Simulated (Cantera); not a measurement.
Cantera run:

```python
import numpy as np
import cantera as ct

gas_names = """
    H HO2 H2 H2O H2O2 O OH O2 O3 Zr ZrO ZrO2
""".split()
cond_names = """
    H2O(s) H2O(L) Zr(a) Zr(b) Zr(L) ZrO2(a) ZrO2(b) ZrO2(L)
""".split()


# ... load() reads the species with a 1 bar reference pressure and builds the phases ...
atoms = {
    'Zr': {'Zr': 1},
    'H2O': {'H': 2, 'O': 1},
}
top_T = {}  # K; cautious upper limits of use, not melting points


# ... equilibrate(T, P, feed) seeds the gas with the atoms and calls Mixture.equilibrate('TP', solver="vcs", rtol=1e-11, max_steps=5000) ...
results = []
P = 0.53  # Pa
for T in [1850, 1950, 2050, 2150, 2250, 2350, 2450, 2550, 2650, 2750]:
    for m in [0.13, 0.22, 0.37, 0.63, 1.1, 1.8, 3.1, 5.3, 9, 15, 26]:
        feed = {'Zr': 1, 'H2O': m}  # mol
        mix = equilibrate(T, P, feed)
        results.append((T, P, feed, dict(zip(mix.species_names, mix.species_moles))))

for T, P, feed, n in results:
    print(f"{T:7g} {feed['H2O']:10.4g}  " + (" + ".join(c for c in cond_names if n.get(c, 0) > 1e-12) or "gas only"))
```

Result:

```
   1850       0.13  Zr(b) + ZrO2(b)
   1850       0.22  Zr(b) + ZrO2(b)
   1850       0.37  Zr(b) + ZrO2(b)
   1850       0.63  Zr(b) + ZrO2(b)
   1850        1.1  Zr(b) + ZrO2(b)
   1850        1.8  Zr(b) + ZrO2(b)
   1850        3.1  ZrO2(b)
   1850        5.3  ZrO2(b)
   1850          9  ZrO2(b)
   1850         15  ZrO2(b)
   1850         26  ZrO2(b)
   1950       0.13  Zr(b) + ZrO2(b)
   1950       0.22  Zr(b) + ZrO2(b)
   1950       0.37  Zr(b) + ZrO2(b)
   1950       0.63  Zr(b) + ZrO2(b)
   1950        1.1  Zr(b) + ZrO2(b)
   1950        1.8  Zr(b) + ZrO2(b)
   1950        3.1  ZrO2(b)
   1950        5.3  ZrO2(b)
   1950          9  ZrO2(b)
   1950         15  ZrO2(b)
   1950         26  ZrO2(b)
   2050       0.13  Zr(b) + ZrO2(b)
   2050       0.22  Zr(b) + ZrO2(b)
   2050       0.37  Zr(b) + ZrO2(b)
   2050       0.63  Zr(b) + ZrO2(b)
   2050        1.1  Zr(b) + ZrO2(b)
   2050        1.8  Zr(b) + ZrO2(b)
   2050        3.1  ZrO2(b)
   2050        5.3  ZrO2(b)
   2050          9  ZrO2(b)
   2050         15  ZrO2(b)
   2050         26  ZrO2(b)
   2150       0.13  Zr(L) + ZrO2(b)
   2150       0.22  Zr(L) + ZrO2(b)
   2150       0.37  Zr(L) + ZrO2(b)
   2150       0.63  Zr(L) + ZrO2(b)
   2150        1.1  Zr(L) + ZrO2(b)
   2150        1.8  ZrO2(b)
   2150        3.1  ZrO2(b)
   2150        5.3  ZrO2(b)
   2150          9  ZrO2(b)
   2150         15  ZrO2(b)
   2150         26  ZrO2(b)
   2250       0.13  Zr(L)
   2250       0.22  Zr(L)
   2250       0.37  Zr(L)
   2250       0.63  Zr(L)
   2250        1.1  ZrO2(b)
   2250        1.8  ZrO2(b)
   2250        3.1  ZrO2(b)
   2250        5.3  ZrO2(b)
   2250          9  ZrO2(b)
   2250         15  ZrO2(b)
   2250         26  ZrO2(b)
   2350       0.13  Zr(L)
   2350       0.22  Zr(L)
   2350       0.37  Zr(L)
   2350       0.63  Zr(L)
   2350        1.1  ZrO2(b)
   2350        1.8  ZrO2(b)
   2350        3.1  ZrO2(b)
   2350        5.3  ZrO2(b)
   2350          9  ZrO2(b)
   2350         15  ZrO2(b)
   2350         26  ZrO2(b)
   2450       0.13  Zr(L)
   2450       0.22  Zr(L)
   2450       0.37  Zr(L)
   2450       0.63  gas only
   2450        1.1  gas only
   2450        1.8  ZrO2(b)
   2450        3.1  ZrO2(b)
   2450        5.3  ZrO2(b)
   2450          9  gas only
   2450         15  gas only
   2450         26  gas only
   2550       0.13  gas only
   2550       0.22  gas only
   2550       0.37  gas only
   2550       0.63  gas only
   2550        1.1  gas only
   2550        1.8  gas only
   2550        3.1  gas only
   2550        5.3  gas only
   2550          9  gas only
   2550         15  gas only
   2550         26  gas only
   2650       0.13  gas only
   2650       0.22  gas only
   2650       0.37  gas only
   2650       0.63  gas only
   2650        1.1  gas only
   2650        1.8  gas only
   2650        3.1  gas only
   2650        5.3  gas only
   2650          9  gas only
   2650         15  gas only
   2650         26  gas only
   2750       0.13  gas only
   2750       0.22  gas only
   2750       0.37  gas only
   2750       0.63  gas only
   2750        1.1  gas only
   2750        1.8  gas only
   2750        3.1  gas only
   2750        5.3  gas only
   2750          9  gas only
   2750         15  gas only
   2750         26  gas only
```

Equilibrium computed with Cantera from the NASA thermochemical tables; the gas is ideal and each condensed phase is pure. Mutual solubility and eutectic melting of coexisting phases are not modelled. Condensed phases not in the tables: N, O or C dissolved in the metal.
